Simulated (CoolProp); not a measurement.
n-perfluoropentane at several states: density (kg/m³) from the reference equation and from simpler models built on Tc = 421.0 K, pc = 2.063 MPa, ω = 0.436; each cubic takes its own stable root.

Values from CoolProp's reference Helmholtz-energy equation of state, Gao 2022.

```
T (K)  p (MPa)   phase  reference
-----  -------  ------  ---------
155.7     6.55  liquid       2039
425.3   0.0103     gas     0.8404
303.3     0.23  liquid       1589
497.1    0.245     gas      17.46
```

Problem. How far does each simpler model (van der Waals, Redlich-Kwong, Soave-Redlich-Kwong) lie from the reference over these 4 states: mean and median of the absolute difference, and the worst?

Solution. 
- van der Waals: mean 34.7 %, median 20.3 %, worst -98.2 % at 303.3 K and 0.23 MPa
- Redlich-Kwong: mean 6.6 %, median 6.4 %, worst -13.6 % at 303.3 K and 0.23 MPa
- Soave-Redlich-Kwong: mean 4.5 %, median 3.6 %, worst -10.7 % at 155.7 K and 6.55 MPa

At some of these states van der Waals gives the other phase, because its saturation line lies elsewhere.
